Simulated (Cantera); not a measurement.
**SiO2 + HF + O2 (oxide etching and cleaning by halides)**

Input: 1 mol SiO2, 2.7 mol HF, 0.17 mol O2, equilibrated at 1498 K.

Method: chemical equilibrium by Gibbs-energy minimisation in Cantera with the NASA 1993 tables (ideal gas, pure condensed phases). Candidate condensed phases: H2O, Si, SiO2; 38 gas species. The tables hold silica as quartz up to 1696 K and as liquid above; real silica turns to tridymite and cristobalite and melts near 1996 K. Gases not in the tables: Si(OH)4. Kinetics and transport are ignored.

```json
[
 {"P (Pa)": "1", "log p HF": "-5.03", "log p H2O": "-7.02", "log p SiF4": "-7.32", "log p O2": "-6.23", "log p OH": "-8.51", "log p O": "-8.52", "log p F": "-9.54", "log p H": "-9.59", "n SiO2(β-quartz)": "0.986"},
 {"P (Pa)": "4.20", "log p HF": "-4.41", "log p H2O": "-6.20", "log p SiF4": "-6.49", "log p O2": "-5.60", "log p OH": "-7.94", "log p O": "-8.20", "log p F": "-9.18", "log p H": "-9.33", "n SiO2(β-quartz)": "0.978"},
 {"P (Pa)": "18", "log p HF": "-3.79", "log p H2O": "-5.36", "log p SiF4": "-5.66", "log p O2": "-4.97", "log p OH": "-7.37", "log p O": "-7.89", "log p F": "-8.81", "log p H": "-9.07", "n SiO2(β-quartz)": "0.966"},
 {"P (Pa)": "75", "log p HF": "-3.18", "log p H2O": "-4.55", "log p SiF4": "-4.85", "log p O2": "-4.34", "log p OH": "-6.81", "log p O": "-7.58", "log p F": "-8.46", "log p H": "-8.82", "n SiO2(β-quartz)": "0.947"},
 {"P (Pa)": "320", "log p HF": "-2.56", "log p H2O": "-3.73", "log p SiF4": "-4.03", "log p O2": "-3.71", "log p OH": "-6.24", "log p O": "-7.26", "log p F": "-8.09", "log p H": "-8.57", "n SiO2(β-quartz)": "0.919"},
 {"P (Pa)": "1300", "log p HF": "-1.98", "log p H2O": "-2.95", "log p SiF4": "-3.25", "log p O2": "-3.10", "log p OH": "-5.69", "log p O": "-6.95", "log p F": "-7.74", "log p H": "-8.33", "n SiO2(β-quartz)": "0.881"},
 {"P (Pa)": "5600", "log p HF": "-1.38", "log p H2O": "-2.15", "log p SiF4": "-2.45", "log p O2": "-2.45", "log p OH": "-5.13", "log p O": "-6.63", "log p F": "-7.38", "log p H": "-8.09", "n SiO2(β-quartz)": "0.829"},
 {"P (Pa)": "24000", "log p HF": "-0.79", "log p H2O": "-1.37", "log p SiF4": "-1.67", "log p O2": "-1.81", "log p OH": "-4.58", "log p O": "-6.31", "log p F": "-7.03", "log p H": "-7.86", "n SiO2(β-quartz)": "0.765"},
 {"P (Pa)": "100000", "log p HF": "-0.24", "log p H2O": "-0.63", "log p SiF4": "-0.93", "log p O2": "-1.18", "log p OH": "-4.05", "log p O": "-5.99", "log p F": "-6.68", "log p H": "-7.65", "n SiO2(β-quartz)": "0.696"}
]
```
log p: log10 of the partial pressure in bar; n: condensed amount in mol.

From 1.00 Pa to 1.00 bar the condensed part is SiO2(β-quartz). The share of Si in condensed phases is highest at 1.00 Pa (98.6 %) and lowest at 1.00 bar (69.6 %).
